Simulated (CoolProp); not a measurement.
Methane at 298.15 K and 0.237 MPa flows at 0.081 m/s in a round tube of 6 mm bore and 45 µm roughness, fully developed (64/Re and Nu = 3.66 if laminar; Colebrook and Gnielinski if turbulent). Each further row changes one setting.

Model: reference Helmholtz-energy equation of state, Setzmann 1991, in CoolProp.

```json
[
 {"case": "as stated", "Reynolds number": "…", "Darcy friction factor": "…", "pressure drop (Pa/m)": "0.807", "heat-transfer coefficient (W/(m² K))": "20.9", "mass flow (kg/h)": "0.0127"},
 {"case": "velocity 0.162 m/s", "Reynolds number": "133", "Darcy friction factor": "0.479", "pressure drop (Pa/m)": "1.61", "heat-transfer coefficient (W/(m² K))": "20.9", "mass flow (kg/h)": "0.0254"},
 {"case": "diameter 12 mm", "Reynolds number": "133", "Darcy friction factor": "0.479", "pressure drop (Pa/m)": "0.202", "heat-transfer coefficient (W/(m² K))": "…", "mass flow (kg/h)": "0.0508"}
]
```

**Question.** What belongs in the gaps?

**Answer.** 
- as stated, Reynolds number: 66.7
- as stated, Darcy friction factor: 0.959
- diameter 12 mm, heat-transfer coefficient (W/(m² K)): 10.4

Viscosity comes from a separate model (Quiñones-Cisneros 2006). Thermal conductivity comes from a separate model (Friend 1989).
